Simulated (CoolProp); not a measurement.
Oxygen along the isobar 23.9 MPa: density (kg/m³) from the reference equation and from simpler models built on Tc = 154.6 K, pc = 5.046 MPa, ω = 0.022; each cubic takes its own stable root.

Computed with CoolProp (reference Helmholtz-energy equation of state, Schmidt 1985).

```csv
T (K),phase,reference
72.4,liquid,1259
87.5,liquid,1198
102.6,liquid,1135
117.7,liquid,1070
132.8,liquid,1002
147.9,liquid,928.8
163,supercritical,850.2
178.1,supercritical,766.2
193.2,supercritical,679.7
208.3,supercritical,596.6
223.4,supercritical,523.7
238.5,supercritical,463.8
```

Task: How far does each simpler model (van der Waals, Redlich-Kwong, Soave-Redlich-Kwong) lie from the reference over these 12 states: mean and median of the absolute difference, and the worst?

Result: 
- van der Waals: mean 19.6 %, median 22.8 %, worst -30.5 % at 72.4 K and 23.9 MPa
- Redlich-Kwong: mean 1.8 %, median 1.4 %, worst -3.5 % at 193.2 K and 23.9 MPa
- Soave-Redlich-Kwong: mean 2.3 %, median 1.8 %, worst -4.7 % at 208.3 K and 23.9 MPa
